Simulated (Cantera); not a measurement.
Input (Python, Cantera) and output of one run.

```python
import numpy as np
import cantera as ct

gas_names = """
    AL ALCL ALCL2 ALCL3 ALN AL2 AL2CL6 CL CL2 N N2
""".split()
cond_names = """
    AL(cr) AL(L) ALCL3(s) ALCL3(L) ALN(s)
""".split()


def load(file, names, dense=False):
    # The tables refer to 1 bar. Condensed volumes are neglected.
    table = {s.name: s for s in ct.Species.list_from_file(file)}
    out = []
    for n in names:
        d = dict(table[n].input_data)
        d["thermo"] = dict(d["thermo"], **{"reference-pressure": 1e5})
        if dense:
            d["equation-of-state"] = {"model": "constant-volume", "density": "1e6 g/cm^3"}
        out.append(ct.Species.from_dict(d))
    return out


gas = ct.Solution(thermo="ideal-gas", species=load("nasa_gas.yaml", gas_names))
cond = {s.name: ct.Solution(thermo="fixed-stoichiometry", species=[s], name=s.name)
        for s in load("nasa_condensed.yaml", cond_names, dense=True)}
atoms = {
    'Al': {'AL': 1},
    'Cl2': {'CL': 2},
    'N2': {'N': 2},
}
top_T = {'ALN(s)': 2750}  # K; cautious upper limits of use, not melting points


def equilibrate(T, P, feed):
    n = {}
    for name, mol in feed.items():
        for a, k in atoms[name].items():
            n[a] = n.get(a, 0.0) + k * mol
    gas.TPX = T, P, n
    mass = sum(n.values()) * gas.mean_molecular_weight
    gas.equilibrate("TP")
    valid = [c for c in cond.values() if c.min_temp <= T <= top_T.get(c.name, c.max_temp)]
    mix = ct.Mixture([(gas, mass / gas.mean_molecular_weight)] + [(c, 0.0) for c in valid])
    mix.T, mix.P = T, P
    mix.equilibrate("TP", solver="vcs", rtol=1e-11, max_steps=5000)
    return mix


results = []
feed = {'Al': 1, 'Cl2': 3, 'N2': 2.6}  # mol
P = 1000  # Pa
for T in [473, 573, 673, 773, 873, 973, 1073, 1173, 1273, 1373, 1473]:
    mix = equilibrate(T, P, feed)
    results.append((T, P, feed, dict(zip(mix.species_names, mix.species_moles))))

top = {s: max(r[3][s] / sum(r[3][g] for g in gas_names) for r in results) for s in gas_names}
cols = sorted((s for s in top if top[s] > 1e-05), key=lambda s: -top[s])[:7]
seen = [c for c in cond_names if any(r[3].get(c, 0) > 1e-12 for r in results)]
print("log10 of partial pressures in bar; condensed amounts in mol")
print(f"{'T/K':>10s}" + "".join(f"{s[:9]:>10s}" for s in cols + seen))
for T, P, feed, n in results:
    ng = sum(n[g] for g in gas_names)
    print(f"{T:10.4g}" + "".join(f"{np.log10(max(n[s] / ng * P / 1e5, 1e-99)):10.3f}" for s in cols)
          + "".join(f"{n.get(c, 0):10.4g}" for c in seen))
```

It prints:

```
log10 of partial pressures in bar; condensed amounts in mol
       T/K        N2       CL2        CL     ALCL3    AL2CL6
       473    -2.248    -2.487   -11.814    -4.491    -2.971
       573    -2.257    -2.496    -9.460    -3.357    -3.074
       673    -2.283    -2.521    -7.809    -2.813    -3.630
       773    -2.292    -2.531    -6.576    -2.717    -4.639
       873    -2.293    -2.532    -5.619    -2.709    -5.537
       973    -2.293    -2.533    -4.857    -2.708    -6.251
      1073    -2.294    -2.537    -4.237    -2.709    -6.827
      1173    -2.297    -2.550    -3.726    -2.712    -7.302
      1273    -2.304    -2.582    -3.304    -2.718    -7.705
      1373    -2.317    -2.650    -2.964    -2.732    -8.060
      1473    -2.338    -2.780    -2.704    -2.753    -8.381
```

Method: chemical equilibrium by Gibbs-energy minimisation in Cantera with the NASA 1993 tables (ideal gas, pure condensed phases).
